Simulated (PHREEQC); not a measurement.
1 kg of water holding 0.034 mol/kgw KCl, 0.027 mol/kgw MgCl2, 0.029 mol/kgw NaCl and 0.054 mol/kgw CaCl2 is evaporated at 40 °C; the solids stay in contact with the brine. No CO2 enters from the air. Solids allowed: Bischofite, Brucite, Carnallite, Halite, Portlandite, Sylvite, MgCl2_4H2O. Others were left out.

The series has 22 steps of water left (kg), from 1 to 0.01627.

All values are PHREEQC results (Pitzer model, pitzer.dat), not measurements.

Problem. Which solids form, in which order, and at which step of the series does each first stand?

Solution. Halite from water left = 0.02407 kg; Sylvite from water left = 0.01979 kg.

Away from 25 °C the constants follow the database's enthalpies or fits; those with neither stay at their 25 °C values.
